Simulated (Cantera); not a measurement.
Source: NASA polynomial tables (part measured, part estimated), evaluated in Cantera. Values are per mole of reaction as written; species without (g) are pure solids or liquids, kept so even where they would boil at 1 bar.

O2(g) + Sr + H2(g) = Sr(OH)2

```json
[
 {"T (K)": "1148", "ΔH° (kJ)": "-926.1", "ΔS° (J/K)": "-239.7", "ΔG° (kJ)": "-651.0", "log10 K": "29.62"},
 {"T (K)": "1198", "ΔH° (kJ)": "-923.4", "ΔS° (J/K)": "-237.4", "ΔG° (kJ)": "-639.0", "log10 K": "27.86"},
 {"T (K)": "1248", "ΔH° (kJ)": "___", "ΔS° (J/K)": "___", "ΔG° (kJ)": "___", "log10 K": "___"},
 {"T (K)": "1298", "ΔH° (kJ)": "-918.0", "ΔS° (J/K)": "-233.1", "ΔG° (kJ)": "-615.5", "log10 K": "24.77"},
 {"T (K)": "1348", "ΔH° (kJ)": "-915.4", "ΔS° (J/K)": "-231.0", "ΔG° (kJ)": "-603.9", "log10 K": "23.40"},
 {"T (K)": "1398", "ΔH° (kJ)": "___", "ΔS° (J/K)": "___", "ΔG° (kJ)": "___", "log10 K": "___"},
 {"T (K)": "1448", "ΔH° (kJ)": "___", "ΔS° (J/K)": "___", "ΔG° (kJ)": "___", "log10 K": "___"},
 {"T (K)": "1498", "ΔH° (kJ)": "-907.5", "ΔS° (J/K)": "-225.5", "ΔG° (kJ)": "-569.7", "log10 K": "19.86"},
 {"T (K)": "1548", "ΔH° (kJ)": "___", "ΔS° (J/K)": "___", "ΔG° (kJ)": "___", "log10 K": "___"},
 {"T (K)": "1598", "ΔH° (kJ)": "-902.3", "ΔS° (J/K)": "-222.2", "ΔG° (kJ)": "-547.3", "log10 K": "17.89"},
 {"T (K)": "1648", "ΔH° (kJ)": "-899.8", "ΔS° (J/K)": "-220.6", "ΔG° (kJ)": "-536.2", "log10 K": "17.00"}
]
```

Fill in the missing entries.


- 1248, ΔH° (kJ): -920.7
- 1248, ΔS° (J/K): -235.2
- 1248, ΔG° (kJ): -627.2
- 1248, log10 K: 26.25
- 1398, ΔH° (kJ): -912.7
- 1398, ΔS° (J/K): -229.1
- 1398, ΔG° (kJ): -592.4
- 1398, log10 K: 22.13
- 1448, ΔH° (kJ): -910.1
- 1448, ΔS° (J/K): -227.3
- 1448, ΔG° (kJ): -581.0
- 1448, log10 K: 20.96
- 1548, ΔH° (kJ): -904.9
- 1548, ΔS° (J/K): -223.8
- 1548, ΔG° (kJ): -558.4
- 1548, log10 K: 18.84
